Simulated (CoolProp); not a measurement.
Vapour-liquid equilibrium of dimethyl carbonate (1) + n-heptane (2) at 0.718 MPa; x and y are mole fractions of (1).

Computed with CoolProp (multi-fluid Helmholtz-energy mixture model, Zhou 2011 and Span 2003; pair parameters Bell 2016).

```json
[
 {"x": "0.05", "bubble temperature (K)": "450.8", "y at the bubble point": "0.115", "dew temperature at overall composition x (K)": "453.5", "liquid density (mol/L)": "5.358"},
 {"x": "0.15", "bubble temperature (K)": "443.5", "y at the bubble point": "0.284", "dew temperature at overall composition x (K)": "449.2", "liquid density (mol/L)": "5.662"},
 {"x": "0.25", "bubble temperature (K)": "438.8", "y at the bubble point": "0.399", "dew temperature at overall composition x (K)": "444.9", "liquid density (mol/L)": "5.968"},
 {"x": "0.35", "bubble temperature (K)": "435.9", "y at the bubble point": "0.481", "dew temperature at overall composition x (K)": "440.8", "liquid density (mol/L)": "6.290"},
 {"x": "0.45", "bubble temperature (K)": "434.1", "y at the bubble point": "0.545", "dew temperature at overall composition x (K)": "436.9", "liquid density (mol/L)": "6.642"},
 {"x": "0.55", "bubble temperature (K)": "433.1", "y at the bubble point": "0.600", "dew temperature at overall composition x (K)": "434.0", "liquid density (mol/L)": "7.035"},
 {"x": "0.65", "bubble temperature (K)": "432.8", "y at the bubble point": "0.652", "dew temperature at overall composition x (K)": "432.8", "liquid density (mol/L)": "7.479"},
 {"x": "0.75", "bubble temperature (K)": "433.1", "y at the bubble point": "0.711", "dew temperature at overall composition x (K)": "433.6", "liquid density (mol/L)": "7.980"},
 {"x": "0.85", "bubble temperature (K)": "434.4", "y at the bubble point": "0.789", "dew temperature at overall composition x (K)": "435.8", "liquid density (mol/L)": "8.543"},
 {"x": "0.95", "bubble temperature (K)": "437.4", "y at the bubble point": "0.909", "dew temperature at overall composition x (K)": "438.6", "liquid density (mol/L)": "9.163"}
]
```

y crosses x between x = 0.65 and 0.75: the model has an azeotrope there.

The pair parameters rest on a limited set of measurements; away from them the model extrapolates.
